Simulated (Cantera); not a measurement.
Standard-state values (1 bar) from the NASA 1993 polynomials, evaluated with Cantera. Values are per mole of reaction as written; species without (g) are pure solids or liquids, kept so even where they would boil at 1 bar.

4 C₂H₂(g) + 3 Ni₃S₄ → 9 Ni + 2 CH₄(g) + 6 CS₂(g)

```csv
T (K),ΔH° (kJ),ΔS° (J/K),ΔG° (kJ),log10 K
400,?,?,?,?
425,530.7,672.0,245.1,-30.12
450,528.0,665.8,228.4,-26.51
475,525.2,659.7,211.8,-23.29
500,522.3,653.8,195.4,-20.41
525,519.3,648.1,179.1,-17.82
550,?,?,?,?
```

**Question.** Complete the blanks.

**Answer.** 
- 400, ΔH° (kJ): 533.3
- 400, ΔS° (J/K): 678.3
- 400, ΔG° (kJ): 262.0
- 400, log10 K: -34.21
- 550, ΔH° (kJ): 516.4
- 550, ΔS° (J/K): 642.6
- 550, ΔG° (kJ): 163.0
- 550, log10 K: -15.48
